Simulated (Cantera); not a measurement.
Input: 1 mol MgO, 0.044 mol C, 1.3 mol H2, at 2123.15 K and 13300 Pa.

Method: chemical equilibrium by Gibbs-energy minimisation in Cantera with the NASA 1993 tables (ideal gas, pure condensed phases). The tables' values for MgH are old estimates; treat these amounts as uncertain. Rates play no part.

```json
[
 {"species": "H2", "before": "0.903", "after": "0.640"},
 {"species": "Mg", "before": "0.0434", "after": "0.175"},
 {"species": "CO", "before": "0.0311", "after": "0.174"},
 {"species": "H2O", "before": "0.0124", "after": "0.00218"},
 {"species": "OH", "before": "1.59e-5", "after": "3.31e-6"},
 {"species": "MgH", "before": "0.000251", "after": "0.000854"},
 {"species": "CO2", "before": "8.50e-5", "after": "0.000118"},
 {"species": "MgOH", "before": "0.000108", "after": "9.08e-5"},
 {"species": "H", "before": "0.00935", "after": "0.00787"},
 {"species": "MgO(s), mol", "before": "0.938", "after": "0.286"}
]
```
Gas species are given as mole fractions.

Name the change that produced these shifts.
(A) pressure from 13300 Pa to 17.0 Pa
(B) 0.66 mol CH4 added
(C) temperature from 2123.15 K to 1623 K
(D) temperature from 2123.15 K to 1673.15 K

B, 0.66 mol CH4 added
